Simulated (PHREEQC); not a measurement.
1 kg of water holding 0.031 mol/kgw Na2CO3, 0.21 mol/kgw Na2SO4, 0.0039 mol/kgw NaCl and 0.0072 mol/kgw KCl is evaporated at 25 °C; the solids stay in contact with the brine. No CO2 enters from the air. Solids allowed: Arcanite, Burkeite, Glaserite, Halite, Kalicinite, Mirabilite, Misenite, Nahcolite, Natron, Sylvite, Thenardite, Trona. Others were left out.

The numbers come from PHREEQC with the Pitzer model, pitzer.dat.

Predict ionic strength, water activity, Mirabilite (mol) at water left (kg) = 1, 0.08671, 0.02266, 0.01343, 0.0102.


```
water left (kg)  ionic strength  water activity  Mirabilite (mol)
---------------  --------------  --------------  ----------------
1                         0.733           0.990                 0
0.08671                    6.86           0.920            0.0463
0.02266                    10.3           0.860             0.167
0.01343                    12.5           0.810             0.166
0.0102                     12.3           0.805             0.106
```
